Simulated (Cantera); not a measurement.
Adiabatic ignition

An adiabatic, constant-pressure homogeneous reactor starts with CH4 : O2 : N2 = 1 : 0.952 : 3.58 (molar parts), at 1225 K and 0.720 bar.

Computed with Cantera and GRI-Mech 3.0 (53 species, 325 reactions).

```json
[
 {"t (s)": "1.00e-6", "T (K)": "1225", "x CH4": "0.181", "x O2": "0.172", "x NO2": "<1e-12", "x HO2": "1.63e-9", "x OH": "2.48e-12", "x N2O": "<1e-12"},
 {"t (s)": "2.51e-6", "T (K)": "1225", "x CH4": "0.181", "x O2": "0.172", "x NO2": "<1e-12", "x HO2": "4.10e-9", "x OH": "5.64e-12", "x N2O": "<1e-12"},
 {"t (s)": "6.31e-6", "T (K)": "1225", "x CH4": "0.181", "x O2": "0.172", "x NO2": "<1e-12", "x HO2": "1.03e-8", "x OH": "8.34e-12", "x N2O": "<1e-12"},
 {"t (s)": "1.59e-5", "T (K)": "1225", "x CH4": "0.181", "x O2": "0.172", "x NO2": "<1e-12", "x HO2": "2.57e-8", "x OH": "1.39e-11", "x N2O": "<1e-12"},
 {"t (s)": "3.99e-5", "T (K)": "1225", "x CH4": "0.181", "x O2": "0.172", "x NO2": "<1e-12", "x HO2": "6.37e-8", "x OH": "3.07e-11", "x N2O": "<1e-12"},
 {"t (s)": "0.000100", "T (K)": "1225", "x CH4": "0.181", "x O2": "0.172", "x NO2": "<1e-12", "x HO2": "1.55e-7", "x OH": "8.84e-11", "x N2O": "<1e-12"},
 {"t (s)": "0.000252", "T (K)": "1225", "x CH4": "0.181", "x O2": "0.172", "x NO2": "<1e-12", "x HO2": "3.55e-7", "x OH": "3.05e-10", "x N2O": "<1e-12"},
 {"t (s)": "0.000632", "T (K)": "1225", "x CH4": "0.181", "x O2": "0.172", "x NO2": "<1e-12", "x HO2": "6.99e-7", "x OH": "1.10e-9", "x N2O": "2.04e-12"},
 {"t (s)": "0.00159", "T (K)": "1225", "x CH4": "0.181", "x O2": "0.172", "x NO2": "<1e-12", "x HO2": "8.34e-7", "x OH": "3.26e-9", "x N2O": "8.41e-12"},
 {"t (s)": "0.00399", "T (K)": "1225", "x CH4": "0.181", "x O2": "0.172", "x NO2": "<1e-12", "x HO2": "8.36e-7", "x OH": "5.33e-9", "x N2O": "2.42e-11"},
 {"t (s)": "0.0100", "T (K)": "1226", "x CH4": "0.181", "x O2": "0.172", "x NO2": "<1e-12", "x HO2": "1.44e-6", "x OH": "7.98e-9", "x N2O": "8.07e-11"},
 {"t (s)": "0.0252", "T (K)": "1229", "x CH4": "0.180", "x O2": "0.171", "x NO2": "<1e-12", "x HO2": "3.63e-6", "x OH": "1.96e-8", "x N2O": "3.94e-10"},
 {"t (s)": "0.0634", "T (K)": "1422", "x CH4": "0.141", "x O2": "0.140", "x NO2": "4.39e-12", "x HO2": "9.25e-5", "x OH": "4.83e-6", "x N2O": "1.49e-8"},
 {"t (s)": "0.159", "T (K)": "2234", "x CH4": "3.86e-11", "x O2": "1.21e-6", "x NO2": "1.33e-10", "x HO2": "7.85e-10", "x OH": "0.000333", "x N2O": "1.58e-9"},
 {"t (s)": "0.400", "T (K)": "2234", "x CH4": "3.78e-11", "x O2": "1.22e-6", "x NO2": "7.23e-11", "x HO2": "7.88e-10", "x OH": "0.000334", "x N2O": "1.09e-9"}
]
```
x: mole fraction; the columns are a selection and need not sum to one.

```
Property                                                              Result
---------------------------------  -----------------------------------------
time of steepest temperature rise                                    64.2 ms
temperature at 0.400 s                                                2234 K
equilibrium temperature                                               2234 K
x(CH4) at 0.400 s                  3.78e-11 (gas-phase equilibrium 4.29e-11)
x(O2) at 0.400 s                     1.22e-6 (gas-phase equilibrium 1.22e-6)
x(NO2) at 0.400 s                  7.23e-11 (gas-phase equilibrium 6.78e-11)
```
